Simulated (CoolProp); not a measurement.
Tetradecamethylhexasiloxane (MD4M) along the isobar 0.101 MPa: fugacity coefficient from the reference equation and from simpler models built on Tc = 653.2 K, pc = 0.8286 MPa, ω = 0.800; each cubic takes its own stable root.

Model: reference Helmholtz-energy equation of state, Thol 2019, in CoolProp.

| T (K) | phase | reference |
|---|---|---|
| 496.7 | liquid | 0.3984 |
| 504.9 | liquid | 0.4868 |
| 513.1 | liquid | 0.5887 |
| 521.4 | liquid | 0.7063 |
| 529.6 | liquid | 0.8377 |
| 537.8 | gas | 0.8955 |
| 546 | gas | 0.9016 |
| 554.2 | gas | 0.9073 |
| 562.5 | gas | 0.9127 |
| 570.7 | gas | 0.9176 |
| 578.9 | gas | 0.9222 |
| 587.1 | gas | 0.9265 |
| 595.3 | gas | 0.9304 |
| 603.6 | gas | 0.9342 |
| 611.8 | gas | 0.9377 |
| 620 | gas | 0.9410 |

Task: How far does each simpler model (Redlich-Kwong, Peng-Robinson) lie from the reference over these 16 states: mean and median of the absolute difference, and the worst?

Result: 
- Redlich-Kwong: mean 21.2 %, median 2.8 %, worst +128.7 % at 496.7 K and 0.101 MPa
- Peng-Robinson: mean 1.5 %, median 0.9 %, worst +3.7 % at 496.7 K and 0.101 MPa

At some of these states Redlich-Kwong gives the other phase, because its saturation line lies elsewhere.
